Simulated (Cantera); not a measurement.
Cantera with NASA thermochemical tables; ideal gases at 1 bar, condensed phases pure. Values are per mole of reaction as written; species without (g) are pure solids or liquids, kept so even where they would boil at 1 bar. ZrN: taken at fixed stoichiometry.

Question: Between 1898 and 2573 K, where is each reaction favourable under standard conditions?
- 3 ZrN + 4 O3(g) → 3 NO2(g) + 3 ZrO2

Answer: 
- 3 ZrN + 4 O3(g) → 3 NO2(g) + 3 ZrO2: ΔG° is -2290 kJ at 1898 K and -2155 kJ at 2573 K; it stays negative (K > 1). ΔH° is -2705 kJ and ΔS° -213 J/K at 2573 K.
